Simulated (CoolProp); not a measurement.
Vapour-liquid equilibrium of R134a (1) + R227EA (2) at 10.8 kPa; x and y are mole fractions of (1).

Computed with CoolProp (multi-fluid Helmholtz-energy mixture model, Tillner-Roth 1994 and Lemmon 2016; pair parameters Bell 2016).

Task: Give the bubble temperature and the first vapour's composition at x = 0.25, 0.65, 0.95. Is there an azeotrope?

Result: x = 0.25: -61.3 °C, y = 0.388; x = 0.65: -64.3 °C, y = 0.745; x = 0.95: -65.6 °C, y = 0.961. No azeotrope shows between x = 0.05 and 0.95.

The pair parameters rest on a limited set of measurements; away from them the model extrapolates.
